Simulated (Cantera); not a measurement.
## Equilibrium for oxide etching and cleaning by halides: B2O3 + F2 + H2

Feed: 1 mol B2O3, 7.3 mol F2, 11 mol H2, at 1323 K and 410 Pa.

Method: chemical equilibrium by Gibbs-energy minimisation in Cantera with the NASA 1993 tables (ideal gas, pure condensed phases). Candidate condensed phases: B, B2O3, B3O3H3, H2O; 43 gas species. Gases not in the tables: H3BO3. The numbers say what is thermodynamically allowed, not how fast it happens.

```yaml
x(HF): 0.574
x(H2): 0.203
x(H2O): 0.113
x(BF3): 0.0609
x(BOF): 0.0458
x(HBO2): 0.00280
x(B3O3F3): 0.000150
x(H): 1.12e-5
x(BHF2): 4.45e-6
gas_amount: 18.19 mol
log10 activity of B(s) (absent): -8.90
log10 activity of B3O3H3(s) (absent): -21.36
```
